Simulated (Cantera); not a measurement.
PbS + H2 + N2 (hydrogen reduction and annealing atmospheres)

Feed: 1 mol PbS, 0.47 mol H2, 0.4 mol N2, held at 0.210 Torr.

Cantera equilibrium calculation (NASA polynomials, part measured and part estimated; ideal gas, pure solids and liquids). Candidate condensed phases: Pb, PbS, S; 18 gas species. Gases not in the tables: S3 to S7. Kinetics and transport are ignored.

```tsv
T (°C)	x H2	x PbS	x N2	x Pb	x S2	x H2S	n Pb(l)	n PbS(s)
600	0.533	0.00666	0.456	0.00227	1.89e-7	0.00253	0.000225	0.992
650	0.512	0.0346	0.441	0.00620	4.67e-6	0.00619	0	0.963
700	0.438	0.151	0.384	0.0137	0.000101	0.0135	0	0.829
750	0.232	0.511	0.213	0.0227	0.00202	0.0186	0	0
800	0.232	0.504	0.213	0.0284	0.00514	0.0181	0	0
850	0.232	0.492	0.212	0.0372	0.0104	0.0164	0	0
900	0.233	0.476	0.210	0.0497	0.0176	0.0142	0	0
950	0.232	0.454	0.208	0.0661	0.0269	0.0120	0	0
1000	0.231	0.428	0.206	0.0864	0.0379	0.0100	0	0
1050	0.230	0.397	0.203	0.110	0.0506	0.00830	0	0
1100	0.227	0.363	0.200	0.137	0.0644	0.00687	0	0
1150	0.225	0.326	0.197	0.166	0.0791	0.00569	0	0
1200	0.221	0.288	0.193	0.195	0.0939	0.00471	0	0
```
x: gas mole fraction; n: condensed amount in mol.

At 600 °C the condensed part is Pb(l) + PbS(s). From 650 °C to 700 °C the condensed part is PbS(s). From 750 °C to 1200 °C nothing is condensed. The main Pb-bearing gas is PbS throughout.
